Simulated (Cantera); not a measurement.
# Adiabatic ignition

An adiabatic, constant-volume homogeneous reactor starts with C3H8 : O2 : N2 = 1 : 2.27 : 8.55 (molar parts), equivalence ratio 2.2, at 1125 K and 1.01 bar.

Computed with Cantera and GRI-Mech 3.0 (53 species, 325 reactions). GRI-Mech 3.0 was tuned for natural gas; its chemistry of propane as a main component is partial and can be far from experiment.

```tsv
t (s)	T (K)	P (bar)	x C3H8	x O2	x CO2	x H2O2	x H2	x CH2	x HO2
2.00e-6	1125	1.01	0.0846	0.192	<1e-12	4.06e-11	1.99e-9	<1e-12	2.43e-8
4.69e-6	1125	1.01	0.0846	0.192	<1e-12	4.10e-10	9.85e-9	<1e-12	1.00e-7
1.10e-5	1125	1.01	0.0846	0.192	<1e-12	3.56e-9	3.62e-8	<1e-12	3.39e-7
2.57e-5	1125	1.01	0.0846	0.192	<1e-12	2.51e-8	1.06e-7	<1e-12	9.29e-7
6.02e-5	1125	1.01	0.0846	0.192	8.24e-12	1.50e-7	3.01e-7	<1e-12	2.20e-6
0.000141	1125	1.01	0.0846	0.192	1.48e-10	7.66e-7	1.12e-6	<1e-12	4.43e-6
0.000331	1125	1.01	0.0845	0.192	2.65e-9	2.80e-6	5.99e-6	3.95e-12	5.59e-6
0.000775	1125	1.01	0.0844	0.192	1.94e-8	5.36e-6	2.29e-5	7.02e-12	4.36e-6
0.00181	1125	1.01	0.0840	0.192	6.79e-8	7.28e-6	6.40e-5	7.87e-12	4.50e-6
0.00425	1125	1.01	0.0831	0.191	2.04e-7	9.00e-6	0.000172	9.17e-12	5.16e-6
0.00996	1126	1.02	0.0806	0.190	7.58e-7	1.31e-5	0.000507	1.35e-11	7.17e-6
0.0233	1138	1.04	0.0704	0.184	1.10e-5	3.76e-5	0.00245	7.45e-11	1.98e-5
0.0547	2504	2.98	<1e-12	3.06e-6	0.0142	1.80e-9	0.169	1.12e-11	4.09e-9
0.128	2504	2.98	<1e-12	3.06e-6	0.0142	1.80e-9	0.169	1.12e-11	4.09e-9
0.300	2504	2.98	<1e-12	3.06e-6	0.0142	1.80e-9	0.169	1.12e-11	4.09e-9
```
x: mole fraction; the columns are a selection and need not sum to one.

time of steepest temperature rise: 29.7 ms
temperature at 0.300 s: 2504 K
equilibrium temperature: 2504 K
x(C3H8) at 0.300 s: <1e-12 (gas-phase equilibrium <1e-12)
x(O2) at 0.300 s: 3.06e-6 (gas-phase equilibrium 3.06e-6)
x(CO2) at 0.300 s: 0.0142 (gas-phase equilibrium 0.0142)
